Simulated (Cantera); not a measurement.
NF3 + SO2 + H2 (abatement and gas-phase synthesis)

Charge: 1 mol NF3, 0.17 mol SO2, 0.61 mol H2, held at 100 Torr.

Equilibrium computed with Cantera from the NASA thermochemical tables; the gas is ideal and each condensed phase is pure. Candidate condensed phases: H2O, H2SO4, S; 62 gas species. The tables' values for SOF2 are old estimates; treat these amounts as uncertain. The numbers say what is thermodynamically allowed, not how fast it happens.

```tsv
T (K)	x F	x HF	x N2	x O	x SO2	x SO	x S
2700	0.477	0.328	0.133	0.00771	0.0269	0.0154	0.00205
2750	0.476	0.327	0.133	0.00980	0.0243	0.0172	0.00277
2800	0.475	0.326	0.132	0.0123	0.0216	0.0189	0.00367
2850	0.473	0.325	0.132	0.0152	0.0189	0.0203	0.00479
2900	0.471	0.323	0.131	0.0185	0.0162	0.0215	0.00613
2950	0.470	0.322	0.130	0.0222	0.0136	0.0223	0.00772
3000	0.468	0.320	0.130	0.0263	0.0112	0.0226	0.00955
3050	0.466	0.318	0.129	0.0306	0.00900	0.0225	0.0116
3100	0.465	0.316	0.128	0.0351	0.00706	0.0220	0.0139
3150	0.463	0.313	0.128	0.0397	0.00541	0.0210	0.0163
3200	0.462	0.310	0.127	0.0442	0.00404	0.0196	0.0188
3250	0.461	0.307	0.126	0.0486	0.00295	0.0180	0.0214
```
x: gas mole fraction; nothing condenses.

From 2700 K to 3250 K nothing is condensed.
